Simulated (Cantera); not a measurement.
Feed: 1 mol SiC, 0.034 mol CO2, 6.1 mol H2, 0.02 mol N2O, at 1 atm.

Method: chemical equilibrium by Gibbs-energy minimisation in Cantera with the NASA 1993 tables (ideal gas, pure condensed phases). Candidate condensed phases: C, C6H6, C7H8, C8H18, H2O, Si, SiC, SiO2, Si2N2O, Si3N4; 151 gas species. Mutual solubility and eutectic melting of coexisting phases are not modelled. The tables hold silica as quartz up to 1696 K and as liquid above; real silica turns to tridymite and cristobalite and melts near 1996 K. Gases not in the tables: Si2H6 and higher silanes. Kinetics and transport are ignored.

log p: log10 of the partial pressure in bar; n: condensed amount in mol.

```
T (°C)  log p H2   log p CH4  log p CO   log p SiO     log p H    log p N2   log p HCN  n SiC(s)  n SiO2(β-quartz)  n Si2N2O(s)  n C(graphite)
------  --------  ----------  --------  ----------  ----------  ----------  ----------  --------  ----------------  -----------  -------------
652         0.00       -1.74     -9.83        <-11       -9.59        <-11        <-11     0.926            0.0340       0.0200              0
852         0.00       -1.74     -5.43       -8.67       -7.35       -8.54       -8.98     0.926            0.0340       0.0200              0
1052        0.00       -2.17     -3.03       -6.09       -5.79       -5.61       -6.39     0.929            0.0312       0.0200         0.0588
1252        0.00  (withheld)     -1.96  (withheld)  (withheld)  (withheld)  (withheld)     0.960        (withheld)       0.0196              0
1452        0.00       -3.77     -1.97       -2.77       -3.73       -2.86       -4.58     0.967                 0       0.0115              0
1652        0.00  (withheld)     -2.01       -2.35  (withheld)       -2.49  (withheld)     0.972                 0            0              0
1852        0.00       -4.30     -2.01       -2.35       -2.44       -2.50       -3.67     0.971                 0            0              0
```

Problem. Fill in the missing entries.

Solution. 
- 1252, log p CH4: -2.96
- 1252, log p SiO: -3.98
- 1252, log p H: -4.63
- 1252, log p N2: -4.16
- 1252, log p HCN: -5.30
- 1252, n SiO2(β-quartz): 0.000182
- 1652, log p CH4: -4.17
- 1652, log p H: -3.02
- 1652, log p HCN: -4.09
